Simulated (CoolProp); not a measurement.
Saturated liquid density (kg/m³) of water: the reference equation beside estimates from Tc = 373.9 °C, pc = 22.06 MPa, ω = 0.344.

The numbers come from the reference Helmholtz-energy equation of state, Wagner 2002 in CoolProp.

```json
[
 {"T (°C)": "110.15", "reference": "950.8", "van der Waals": "457.8", "Redlich-Kwong": "674.4"},
 {"T (°C)": "126.65", "reference": "937.7", "van der Waals": "449.8", "Redlich-Kwong": "660.7"},
 {"T (°C)": "143.25", "reference": "923.2", "van der Waals": "441.4", "Redlich-Kwong": "646.1"},
 {"T (°C)": "159.85", "reference": "907.6", "van der Waals": "432.7", "Redlich-Kwong": "630.8"},
 {"T (°C)": "176.35", "reference": "890.9", "van der Waals": "423.7", "Redlich-Kwong": "614.8"},
 {"T (°C)": "192.95", "reference": "872.8", "van der Waals": "414.1", "Redlich-Kwong": "597.8"},
 {"T (°C)": "209.45", "reference": "853.4", "van der Waals": "404.1", "Redlich-Kwong": "579.9"},
 {"T (°C)": "226.05", "reference": "832.4", "van der Waals": "393.4", "Redlich-Kwong": "560.8"},
 {"T (°C)": "242.65", "reference": "809.6", "van der Waals": "382.1", "Redlich-Kwong": "540.4"},
 {"T (°C)": "259.15", "reference": "785.0", "van der Waals": "370.0", "Redlich-Kwong": "518.7"},
 {"T (°C)": "275.75", "reference": "757.7", "van der Waals": "357.0", "Redlich-Kwong": "495.1"},
 {"T (°C)": "292.35", "reference": "727.4", "van der Waals": "342.7", "Redlich-Kwong": "469.4"},
 {"T (°C)": "308.85", "reference": "693.2", "van der Waals": "326.9", "Redlich-Kwong": "441.2"},
 {"T (°C)": "325.45", "reference": "653.1", "van der Waals": "308.8", "Redlich-Kwong": "409.1"},
 {"T (°C)": "342.05", "reference": "603.9", "van der Waals": "287.3", "Redlich-Kwong": "371.4"}
]
```

Absolute difference from the reference over all 15 rows, mean and median: van der Waals 52.5 and 52.6 %, Redlich-Kwong 33.1 and 32.6 %.
